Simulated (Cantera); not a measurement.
Input: 1 mol AlN, 3.5 mol O2, 13 mol H2, at 0.133 bar.

Method: chemical equilibrium by Gibbs-energy minimisation in Cantera with the NASA 1993 tables (ideal gas, pure condensed phases). Candidate condensed phases: Al, AlN, Al2O3, H2O; 35 gas species. Gases not in the tables: Al(OH)3. Kinetics and transport are ignored. All values below are at 1925 K.

Base state: H2 0.554, H2O 0.407, N2 0.0370, H 0.00195, OH 0.000124 (mole fractions); condensed: Al2O3(s).

Question: What changes in the equilibrium state with this change: pressure from 0.133 bar to 0.770 bar?

Answer: 
```json
[
 {"species": "H2", "before": "0.554", "after": "0.555"},
 {"species": "H2O", "before": "0.407", "after": "0.407"},
 {"species": "N2", "before": "0.0370", "after": "0.0370"},
 {"species": "H", "before": "0.00195", "after": "0.000812"},
 {"species": "OH", "before": "0.000124", "after": "5.15e-5"},
 {"species": "Al2O3(s), mol", "before": "0.500", "after": "0.500"}
]
```

Question: What changes in the equilibrium state with this change: O2 from 3.5 to 1.1 mol?

Answer: 
```tsv
species	before	after
H2	0.554	0.909
H2O	0.407	0.0518
N2	0.0370	0.0370
H	0.00195	0.00250
OH	0.000124	1.23e-5
Al2O3(s), mol	0.500	0.500
```

Question: What changes in the equilibrium state with this change: O2 from 3.5 to 1.5 mol?

Answer: 
```json
[
 {"species": "H2", "before": "0.554", "after": "0.850"},
 {"species": "H2O", "before": "0.407", "after": "0.111"},
 {"species": "N2", "before": "0.0370", "after": "0.0370"},
 {"species": "H", "before": "0.00195", "after": "0.00241"},
 {"species": "OH", "before": "0.000124", "after": "2.72e-5"},
 {"species": "Al2O3(s), mol", "before": "0.500", "after": "0.500"}
]
```
